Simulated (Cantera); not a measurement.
## Equilibrium for silicon nitride deposition: Si₂Cl₆ + NH₃ + H₂

A closed system holds: 1 mol Si₂Cl₆, a varied amount of NH₃, 22 mol H₂, at 1.33 mbar.

Cantera equilibrium calculation (NASA polynomials, part measured and part estimated; ideal gas, pure solids and liquids). Candidate condensed phases: NH₄Cl, Si, Si₃N₄; 28 gas species. The feed counts by its element totals alone. Mutual solubility and eutectic melting of coexisting phases are not modelled. The tables' values for SiCl₃ are old estimates. Rates play no part.

Stable condensed phases:

```
T in K \ n(NH₃) in mol
         0.16 0.21 0.27 0.36 0.48 0.64 0.85  1.1  1.5    2  2.6
   2148     A    A    A    A    A    A    A    A    A    A    A
   2048     A    A    A    A    A    A    A    A    A    A    A
   1948     B    B    B    B    B    B    B    B    B    B    B
   1848     B    B    B    B    B    B    B    B    B    B    B
   1748     B    B    B    B    B    B    B    B    B    B    B
   1648     B    B    B    B    B    B    B    B    B    B    B
   1548     B    B    B    B    B    B    B    B    B    B    B
   1448     B    B    B    B    B    B    C    C    D    D    D
   1348     C    C    C    C    C    C    C    D    D    D    D
   1248     C    C    C    C    C    C    C    D    D    D    D
   1148     C    C    C    C    C    C    C    D    D    D    D
   1048     C    C    C    C    C    C    C    D    D    D    D
    948     C    C    C    C    C    C    D    D    D    D    D
    848     C    C    C    C    C    C    D    D    D    D    D
```

A: gas only; B: Si; C: Si + Si₃N₄; D: Si₃N₄.
